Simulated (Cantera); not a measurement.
**Pyrogenic steam for wet oxidation**

An isothermal, constant-pressure homogeneous reactor starts with H₂ : O₂ : N₂ = 0.64 : 1 : 1.6 (molar parts), at 1200 K and 0.257 atm.

Model: GRI-Mech 3.0 (53 species, 325 reactions), integrated in Cantera. The temperature is held fixed by assumption; the heat of reaction is taken as removed at once.

```csv
t (s),x H₂,x O₂,x O,x NO₂,x H
2.00e-5,0.198,0.309,2.99e-8,<1e-12,9.53e-8
7.66e-5,0.196,0.308,0.000193,<1e-12,0.000602
0.000294,0.00427,0.231,0.00480,2.41e-9,0.00398
0.00112,0.000190,0.233,0.000161,3.86e-8,2.15e-5
0.00431,1.16e-5,0.233,1.32e-5,7.21e-8,4.96e-7
0.0165,1.09e-6,0.233,1.97e-6,5.68e-8,2.70e-8
0.0632,1.85e-7,0.233,4.04e-7,3.16e-8,2.46e-9
0.242,4.24e-8,0.233,9.82e-8,2.12e-8,2.98e-10
0.928,1.45e-8,0.233,3.22e-8,3.02e-8,6.08e-11
3.56,1.14e-8,0.233,2.40e-8,3.75e-8,4.18e-11
13.6,1.14e-8,0.233,2.39e-8,3.76e-8,4.16e-11
52.2,1.14e-8,0.233,2.39e-8,3.76e-8,4.16e-11
200,1.14e-8,0.233,2.39e-8,3.76e-8,4.16e-11
```
x: mole fraction; the columns are a selection and need not sum to one.

Equilibrium at this temperature and pressure: H₂ 1.14e-8, O₂ 0.233, O 2.39e-8, NO₂ 1.56e-6, H 4.16e-11 (gas phase only).
